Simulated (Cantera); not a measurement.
A closed system holds: 1 mol B2O3, a varied amount of BCl3, at 1175 °C and 0.100 bar.

These are equilibrium values from Cantera (NASA tables, ideal gas, pure condensed phases), not measurements of a reactor. Candidate condensed phases: B, B2O3; 18 gas species. Equilibrium is a limit: real reactors are often held back by kinetics, nucleation or transport.

Question: Which condensed phases are stable at each of these points (n(BCl3) (mol)): 1, 1.4, 1.9, 2.5, 3.5, 4.7, 6.4?

Answer: 
```tsv
n(BCl3) (mol)	condensed phases	B condensed (%)
1	B2O3(l)	49.7
1.4	B2O3(l)	37.9
1.9	B2O3(l)	26.5
2.5	B2O3(l)	16.2
3.5	B2O3(l)	4.0
4.7	gas only	0.0
6.4	gas only	0.0
```

From 1 mol BCl3 to 3.5 mol BCl3 the condensed part is B2O3(l). From 4.7 mol BCl3 to 6.4 mol BCl3 nothing is condensed.
